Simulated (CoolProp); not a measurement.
Hexamethyldisiloxane (MM) at 293.15 K and 2.46 MPa is throttled through a valve to 0.55 MPa with no heat exchange. Each further row changes one setting.

The numbers come from the reference Helmholtz-energy equation of state, Thol 2016 in CoolProp.

| case | temperature change (K) | final density (kg/m³) |
|---|---|---|
| as stated | +0.8 | 765 |
| outlet pressure 0.165 MPa | +1.0 | 764 |
| outlet pressure 0.715 MPa | +0.7 | 765 |
